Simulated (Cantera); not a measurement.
Source: NASA polynomial tables (part measured, part estimated), evaluated in Cantera. Values are per mole of reaction as written; species without (g) are pure solids or liquids, kept so even where they would boil at 1 bar.

BN + 3 HCl(g) = NH3(g) + B + 3 Cl(g), with ΔH° = 845.8 kJ and ΔS° = 118.7 J/K at 300 K.

Q: How far is the shortcut ΔG° ≈ ΔH°(300 K) − T·ΔS°(300 K) from the full temperature-dependent value at 725, 775, 825, 875, 925, 975, 1025, 1075, 1125, 1175 K?

A: 
```tsv
T (K)	shortcut (kJ)	full (kJ)	difference (kJ)	difference in log10 K
725	759.7	758.1	1.7	-0.12
775	753.8	751.7	2.1	-0.14
825	747.9	745.3	2.5	-0.16
875	741.9	738.9	3.0	-0.18
925	736.0	732.5	3.5	-0.20
975	730.1	726.1	4.0	-0.21
1025	724.1	719.6	4.6	-0.23
1075	718.2	713.1	5.1	-0.25
1125	712.3	706.6	5.7	-0.26
1175	706.3	700.0	6.3	-0.28
```
The shortcut ignores the heat-capacity change of the reaction.
